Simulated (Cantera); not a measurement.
Input: 1 mol Si2Cl6, 70 mol N2, equilibrated at 0.170 bar.

Method: chemical equilibrium by Gibbs-energy minimisation in Cantera with the NASA 1993 tables (ideal gas, pure condensed phases). Candidate condensed phases: Si, Si3N4; 13 gas species. The feed counts by its element totals alone. N2 is the only nitrogen source here; it is nearly inert below about 1500 K, so the nitride shown seldom forms there in practice. Kinetics and transport are ignored.

Over these rows the condensed part is Si3N4(s). Partial pressures as log10 of bar:

| T (K) | 1000/T (1/K) | log p SiCl2 | log p N2 | log p SiCl4 |
|---|---|---|---|---|
| 1073 | 0.9320 | -6.66 | -0.78 | -2.45 |
| 1098 | 0.9107 | ? | -0.78 | -2.45 |
| 1123 | 0.8905 | -6.05 | -0.78 | -2.45 |
| 1148 | 0.8711 | -5.77 | -0.78 | -2.45 |
| 1173 | 0.8525 | -5.50 | -0.78 | -2.45 |
| 1198 | 0.8347 | -5.24 | -0.78 | -2.45 |

Question: Fit log p(SiCl2) = a + b·(1000/T) to the five rows, give the apparent enthalpy, and predict the row at 1098 K.

Answer: Means: 1000/T = 0.8762, log p = -5.844. Sxy = -0.082075, Sxx = 0.0056281, so b = -14.58 and a = -5.844 − (-14.58)×0.8762 = 6.93.
Apparent enthalpy: −19.145 × (-14.58) = 279 kJ/mol. With the condensed phases at unit activity, 1/6 Si3N4(s) + 1/2 SiCl4(g) = SiCl2(g) + 1/3 N2(g) links this pressure to the main gases: over the six rows their terms move log p by +0.00 in all, so the slope is close to that reaction's ΔH°. The five rows lie within 0.01 of the line.
Prediction at 1098 K: 6.93 + (-14.58)×0.9107 = -6.35. The computed value is -6.35, 0.00 from the line.
